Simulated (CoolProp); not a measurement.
Saturated liquid density (kg/m³) of n-perfluorohexane: the reference equation beside estimates from Tc = 174.9 °C, pc = 1.742 MPa, ω = 0.497.

Values from CoolProp's reference Helmholtz-energy equation of state, Gao 2022.

| T (°C) | reference | van der Waals | Soave-Redlich-Kwong |
|---|---|---|---|
| -3.45 | 1757 | 972.9 | 1522 |
| 9.25 | 1721 | 953.6 | 1494 |
| 21.95 | 1685 | 933.4 | 1462 |
| 34.65 | 1648 | 912.2 | 1429 |
| 47.35 | 1609 | 889.8 | 1392 |
| 60.05 | 1569 | 866.2 | 1352 |
| 72.75 | 1527 | 841.1 | 1308 |
| 85.45 | 1482 | 814.1 | 1259 |
| 98.15 | 1433 | 785.1 | 1205 |
| 110.85 | 1380 | 753.4 | 1144 |
| 123.55 | 1320 | 718.2 | 1075 |
| 136.25 | 1249 | 678.3 | 994.4 |
| 148.95 | 1161 | 631.0 | 897.5 |
| 161.65 | 1039 | 570.1 | 771.5 |

Absolute difference from the reference over all 14 rows, mean and median: van der Waals 45.0 and 45.0 %, Soave-Redlich-Kwong 16.4 and 14.7 %.
